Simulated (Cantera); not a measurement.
What does this Cantera script print?

```python
import numpy as np
import cantera as ct

gas = ct.Solution("gri30.yaml")
gas.TPX = 1025, 210, {'H2': 0.042, 'O2': 1}
reactor = ct.IdealGasConstPressureReactor(gas, energy="off", clone=False)
net = ct.ReactorNet([reactor])
net.rtol, net.atol = 1e-08, 1e-18
show = ['H2', 'O2', 'H2O2', 'OH', 'O']
times = np.geomspace(2e-05, 200, 11)

steps = ct.SolutionArray(gas, extra=["t"])
rows = []
print(f"{'t/s':>10s}{'T/K':>9s}{'P/Pa':>11s}" + "".join(f"{s:>11s}" for s in show))
for t in times:
    while net.time < t:
        t_next = net.step()
        steps.append(gas.state, t=t_next)
    rows.append([np.interp(t, steps.t, y) for y in (steps.T, steps.P, *steps(*show).X.T)])
    print(f"{t:10.3e}{rows[-1][0]:9.1f}{rows[-1][1]:11.4g}" + "".join(f"{x:11.3e}" for x in rows[-1][2:]))
rate = np.gradient(steps.T, steps.t)
print("integrator steps:", len(steps.t))
if steps.T.max() > steps.T[0] + 200:
    print(f"time of steepest temperature rise: {steps.t[rate.argmax()]:.4e} s")
gas.TPX = 1025, 210, {'H2': 0.042, 'O2': 1}
gas.equilibrate("TP")
print(f"equilibrium (TP): T = {gas.T:.1f} K  " + "  ".join(f"{s} {gas[s].X[0]:.3e}" for s in show))
```

Output:

```
       t/s      T/K       P/Pa         H2         O2       H2O2         OH          O
 2.000e-05   1025.0        210  4.031e-02  9.597e-01  2.028e-18  3.167e-14  3.187e-14
 1.002e-04   1025.0        210  4.031e-02  9.597e-01  5.094e-17  7.449e-13  7.683e-13
 5.024e-04   1025.0        210  4.031e-02  9.597e-01  1.279e-15  1.406e-11  1.629e-11
 2.518e-03   1025.0        210  4.031e-02  9.597e-01  3.206e-14  1.887e-10  3.112e-10
 1.262e-02   1025.0        210  4.031e-02  9.597e-01  8.305e-13  3.160e-08  6.223e-08
 6.325e-02   1025.0        210  1.287e-03  9.319e-01  1.733e-08  2.009e-03  2.185e-02
 3.170e-01   1025.0        210  4.360e-04  9.375e-01  9.868e-09  1.277e-03  1.871e-02
 1.589e+00   1025.0        210  1.385e-04  9.526e-01  1.144e-08  7.207e-04  5.647e-03
 7.962e+00   1025.0        210  9.865e-06  9.584e-01  8.953e-09  1.930e-04  4.017e-04
 3.991e+01   1025.0        210  5.029e-07  9.588e-01  3.157e-09  4.405e-05  2.082e-05
 2.000e+02   1025.0        210  4.118e-08  9.589e-01  7.302e-10  1.270e-05  1.728e-06
integrator steps: 1830
equilibrium (TP): T = 1025.0 K  H2 1.669e-10  O2 9.589e-01  H2O2 7.104e-12  OH 8.136e-07  O 7.098e-09
```

Detailed kinetics in Cantera: GRI-Mech 3.0 (53 species, 325 reactions). Radical loss at walls, strong at low pressure, is not modelled. The temperature is held fixed by assumption; the heat of reaction is taken as removed at once.
